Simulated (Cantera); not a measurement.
## Thermodynamics of metals in furnace atmospheres, feed Cu + CO

Charge: 1 mol Cu, 29 mol CO, at 13300 Pa.

Equilibrium computed with Cantera from the NASA thermochemical tables; the gas is ideal and each condensed phase is pure. Candidate condensed phases: C, Cu, CuO, Cu2O; 15 gas species. Rates play no part.

From 450 °C to 1050 °C the condensed part is C(graphite) + Cu(s). At 1150 °C the condensed part is C(graphite) + Cu(l). From 1250 °C to 1650 °C the condensed part is Cu(l). At 1750 °C nothing is condensed.

```tsv
T (°C)	log p CO	log p CO2	log p Cu	log p Cu2	log p C2O	n C(graphite)	n Cu(s)	n Cu(l)
450	-2.05	-0.91	<-12	<-12	<-12	14.0	1.00	0
550	-1.36	-1.05	<-12	<-12	<-12	11.7	1.00	0
650	-1.00	-1.49	-12.26	<-12	<-12	5.65	1.00	0
750	-0.89	-2.24	-10.42	<-12	<-12	1.21	1.00	0
850	-0.88	-2.98	-8.90	<-12	<-12	0.228	1.00	0
950	-0.88	-3.61	-7.64	-12.07	<-12	0.0529	1.000	0
1050	-0.88	-4.15	-6.57	-10.56	<-12	0.0153	1.000	0
1150	-0.88	-4.62	-5.68	-9.32	<-12	0.00526	0	1.000
1250	-0.88	-5.02	-4.92	-8.26	<-12	0	0	0.997
1350	-0.88	-5.36	-4.26	-7.35	-12.04	0	0	0.988
1450	-0.88	-5.67	-3.67	-6.54	-11.28	0	0	0.953
1550	-0.88	-5.94	-3.15	-5.83	-10.61	0	0	0.845
1650	-0.88	-6.19	-2.69	-5.19	-10.01	0	0	0.546
1750	-0.89	-6.42	-2.36	-4.79	-9.48	0	0	0
```
log p: log10 of the partial pressure in bar; n: condensed amount in mol.
